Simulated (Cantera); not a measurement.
What does this Cantera script print?

```python
import numpy as np
import cantera as ct

surf = ct.Interface("ptcombust.yaml", "Pt_surf")
gas = surf.adjacent["gas"]
gas.TPX = 1100, 100000, {'CH4': 0.0056, 'O2': 0.024, 'N2': 0.79}
surf.TP = 1100, 100000
reactor = ct.FlowReactor(gas, clone=False)
reactor.area = 0.0001  # m2
reactor.surface_area_to_volume_ratio = 330  # 1/m
reactor.mass_flow_rate = 2.7 * reactor.area * gas.density  # inlet velocity 2.7 m/s
reactor.energy_enabled = False
wall = ct.ReactorSurface(surf, reactor, clone=False)
net = ct.ReactorNet([reactor])
net.rtol, net.atol = 1e-8, 1e-16
show, cover = ['CH4', 'O2', 'H2O', 'CO2', 'CO'], ['PT(S)', 'H(S)', 'O(S)', 'OH(S)', 'CO(S)', 'C(S)']

rows = []
print(f"{'z/m':>9s}{'u/(m/s)':>9s}" + "".join(f"{s:>13s}" for s in show + cover))
for z in [0.00014, 0.00027, 0.00051, 0.00099, 0.0019, 0.0037, 0.0071, 0.014]:
    net.advance(z)
    rows.append([reactor.speed, *gas[show].X, *surf[cover].coverages])
    print(f"{z:9.4g}{rows[-1][0]:9.3g}" + "".join(f"{x:13.4e}" for x in rows[-1][1:]))
```

It prints:

```
      z/m  u/(m/s)          CH4           O2          H2O          CO2           CO        PT(S)         H(S)         O(S)        OH(S)        CO(S)         C(S)
  0.00014      2.7   6.7908e-03   2.9201e-02   8.3573e-05   3.7652e-05   4.1242e-06   3.9561e-01   2.4074e-07   6.0410e-01   2.7084e-04   1.4793e-05   1.5613e-07
  0.00027      2.7   6.7521e-03   2.9125e-02   1.6085e-04   7.4683e-05   5.7140e-06   3.9582e-01   2.7082e-07   6.0386e-01   3.0473e-04   1.5278e-05   1.5548e-07
  0.00051      2.7   6.6811e-03   2.8983e-02   3.0256e-04   1.4459e-04   6.6310e-06   3.9611e-01   3.1872e-07   6.0352e-01   3.5864e-04   1.5481e-05   1.5420e-07
  0.00099      2.7   6.5411e-03   2.8704e-02   5.8220e-04   2.8421e-04   6.7533e-06   3.9661e-01   3.9694e-07   6.0293e-01   4.4631e-04   1.5302e-05   1.5156e-07
   0.0019      2.7   6.2823e-03   2.8187e-02   1.0986e-03   5.4243e-04   6.5146e-06   3.9756e-01   5.1203e-07   6.0185e-01   5.7413e-04   1.4808e-05   1.4662e-07
   0.0037      2.7   5.7959e-03   2.7218e-02   2.0683e-03   1.0273e-03   6.0398e-06   3.9941e-01   6.8093e-07   5.9982e-01   7.5833e-04   1.3855e-05   1.3718e-07
   0.0071      2.7   4.9648e-03   2.5563e-02   3.7236e-03   1.8544e-03   5.2196e-06   4.0275e-01   9.0794e-07   5.9624e-01   9.9775e-04   1.2171e-05   1.2051e-07
    0.014      2.7   3.5919e-03   2.2837e-02   6.4524e-03   3.2170e-03   3.8370e-06   4.0875e-01   1.2135e-06   5.8994e-01   1.3012e-03   9.2088e-06   9.1161e-08
```

Cantera simulation using Deutschmann's 1995 Pt surface mechanism with GRI-Mech 3.0 gas chemistry; the numbers are that mechanism's predictions, not measurements. Catalytic surfaces can have several steady states; this one follows from the mechanism file's or the stated starting coverage. Mass transfer to the wall is taken as infinitely fast.
